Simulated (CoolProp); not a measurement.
Hydrogen chloride at several states: fugacity coefficient from the reference equation and from simpler models built on Tc = 51.5 °C, pc = 8.314 MPa, ω = 0.130; each cubic takes its own stable root.

Computed with CoolProp (reference Helmholtz-energy equation of state, Thol 2018).

```json
[
 {"T (°C)": "44.15", "p (MPa)": "0.0177", "phase": "gas", "reference": "0.9991"},
 {"T (°C)": "69.15", "p (MPa)": "34", "phase": "supercritical", "reference": "0.3001"},
 {"T (°C)": "86.35", "p (MPa)": "0.98", "phase": "gas", "reference": "0.9681"}
]
```

Q: How far does each simpler model (van der Waals, Redlich-Kwong, Soave-Redlich-Kwong, Peng-Robinson) lie from the reference over these 3 states: mean and median of the absolute difference, and the worst?

A: 
- van der Waals: mean 8.0 %, median 0.5 %, worst +23.6 % at 69.15 °C and 34 MPa
- Redlich-Kwong: mean 3.9 %, median 0.2 %, worst +11.4 % at 69.15 °C and 34 MPa
- Soave-Redlich-Kwong: mean 4.7 %, median 0.3 %, worst +13.8 % at 69.15 °C and 34 MPa
- Peng-Robinson: mean 1.5 %, median 0.1 %, worst +4.3 % at 69.15 °C and 34 MPa
